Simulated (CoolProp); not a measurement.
Vapour-liquid equilibrium of R134a (1) + R142b (2) at 254.5 K; x and y are mole fractions of (1).

Computed with CoolProp (multi-fluid Helmholtz-energy mixture model, Tillner-Roth 1994 and Lemmon 2006; pair parameters Bell 2016).

| x | bubble pressure (MPa) | y at the bubble point | dew pressure at overall composition x (MPa) | liquid density (mol/L) |
|---|---|---|---|---|
| 0.05 | 0.07277 | 0.113 | 0.06986 | 12.13 |
| 0.15 | 0.08240 | 0.294 | 0.07455 | (withheld) |
| 0.25 | 0.09136 | 0.432 | 0.07984 | (withheld) |
| 0.35 | 0.09965 | 0.542 | 0.08585 | 12.45 |
| 0.45 | 0.1073 | 0.632 | 0.09265 | 12.56 |
| 0.55 | 0.1143 | 0.710 | 0.1003 | 12.67 |
| 0.65 | 0.1209 | 0.779 | (withheld) | 12.79 |
| 0.75 | 0.1270 | 0.843 | 0.1181 | 12.92 |
| 0.85 | 0.1327 | 0.905 | 0.1276 | 13.06 |
| 0.95 | 0.1381 | 0.968 | 0.1366 | 13.20 |

**Question.** Complete the blanks.

**Answer.** 
- 0.15, liquid density (mol/L): 12.23
- 0.25, liquid density (mol/L): 12.34
- 0.65, dew pressure at overall composition x (MPa): 0.1089

No azeotrope shows between x = 0.05 and 0.95.

Pair parameters are fitted to limited data, so mixtures are less certain than the pure fluids.
